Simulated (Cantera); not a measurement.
Feed: 1 mol c-C4F8, a varied amount of H2, at 3027 °C and 0.0900 bar.

Equilibrium computed with Cantera from the NASA thermochemical tables; the gas is ideal and each condensed phase is pure. Candidate condensed phases: C, C6H6, C7H8, C8H18; 95 gas species. The feed counts by its element totals alone. Kinetics and transport are ignored.

**Question.** At 0.89 mol H2, list the 5 most abundant gas species with their mole fractions, and the condensed phases.

**Answer.** F 0.552, HF 0.207, CF 0.112, C3 0.0627, CF2 0.0430. Condensed: C(graphite).
